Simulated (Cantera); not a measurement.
A perfectly stirred reactor is fed with 26.3 % NO, 73.7 % N2, at 200000 Pa; it is held at 2098 K, and followed from long to short residence time.

Cantera simulation using GRI-Mech 3.0 (53 species, 325 reactions); the numbers are that mechanism's predictions, not measurements.

Q: Predict: x(NO) at τ = 5.60 s; x(O2) at τ = 5.60 s; x(N2) at τ = 5.60 s; x(O) at τ = 5.60 s; x(NO2) at τ = 5.60 s; x(NO) at τ = 90.0 ms; x(O2) at τ = 90.0 ms; x(N2) at τ = 90.0 ms; x(O) at τ = 90.0 ms; x(NO2) at τ = 90.0 ms.

A: 
```
Property                 Result
---------------------  --------
x(NO) at τ = 5.60 s      0.0240
x(O2) at τ = 5.60 s       0.119
x(N2) at τ = 5.60 s       0.856
x(O) at τ = 5.60 s     0.000338
x(NO2) at τ = 5.60 s    3.77e-5
x(NO) at τ = 90.0 ms      0.200
x(O2) at τ = 90.0 ms     0.0313
x(N2) at τ = 90.0 ms      0.768
x(O) at τ = 90.0 ms    0.000185
x(NO2) at τ = 90.0 ms  0.000170
```
